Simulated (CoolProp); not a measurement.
Aqueous potassium carbonate as a coolant, 19 % by mass, freezing at -8.1 °C, 1 atm.

Values from CoolProp's Melinder's fits for secondary coolants.

```tsv
T (°C)	density (kg/m³)	Prandtl number	viscosity (mPa s)	conductivity (W/(m K))
-2.5	1188	[?]	[?]	0.543
6.4	1185	13.6	2.27	0.557
15.4	[?]	10.7	1.83	[?]
24.3	[?]	8.67	[?]	0.587
33.2	1174	[?]	1.28	0.602
```

Task: What belongs in the gaps?

Result: 
- -2.5, Prandtl number: 17.7
- -2.5, viscosity (mPa s): 2.91
- 15.4, density (kg/m³): 1182
- 15.4, conductivity (W/(m K)): 0.572
- 24.3, density (kg/m³): 1178
- 24.3, viscosity (mPa s): 1.52
- 33.2, Prandtl number: 7.14
